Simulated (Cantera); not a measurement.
Feed: 1 mol SiCl4, 1.4 mol NO, 13 mol N2, equilibrated at 898.15 K and 75.0 Torr.

These are equilibrium values from Cantera (NASA tables, ideal gas, pure condensed phases), not measurements of a reactor. Candidate condensed phases: Si, SiO2, Si2N2O, Si3N4; 23 gas species. Kinetics and transport are ignored.

Base state: N2 0.890, Cl2 0.0909, SiCl4 0.0195, Cl 6.81e-5 (mole fractions); condensed: SiO2(β-quartz).

What changes in the equilibrium state with this change: NO from 1.4 to 2.4 mol?


| species | before | after |
|---|---|---|
| N2 | 0.890 | 0.866 |
| Cl2 | 0.0909 | 0.122 |
| O2 | <1e-9 | 0.0122 |
| SiCl4 | 0.0195 | <1e-9 |
| Cl | 6.81e-5 | 7.89e-5 |
| SiO2(β-quartz), mol | 0.700 | 1.00 |
